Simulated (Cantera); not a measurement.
Feed: 1 mol Si2Cl6, 26 mol NH3, held at 5.90 mbar.

Equilibrium computed with Cantera from the NASA thermochemical tables; the gas is ideal and each condensed phase is pure. Candidate condensed phases: NH4Cl, Si, Si3N4; 28 gas species. The feed counts by its element totals alone. Gases not in the tables: Si2H6 and higher silanes. Kinetics and transport are ignored.

Problem. What share of the Si ends up in condensed phases as a function of T (°C), at 650, 750, 850, 950, 1050, 1150, 1250, 1350, 1450, 1550, 1650, 1750?

Solution. 
| T (°C) | Si condensed (%) | as |
|---|---|---|
| 650 | 99.8 | Si3N4(s) |
| 750 | 99.9 | Si3N4(s) |
| 850 | 99.9 | Si3N4(s) |
| 950 | 99.7 | Si3N4(s) |
| 1050 | 98.8 | Si3N4(s) |
| 1150 | 94.4 | Si3N4(s) |
| 1250 | 81.3 | Si3N4(s) |
| 1350 | 57.5 | Si3N4(s) |
| 1450 | 39.1 | Si(l) |
| 1550 | 40.5 | Si(l) |
| 1650 | 36.5 | Si(l) |
| 1750 | 16.9 | Si(l) |
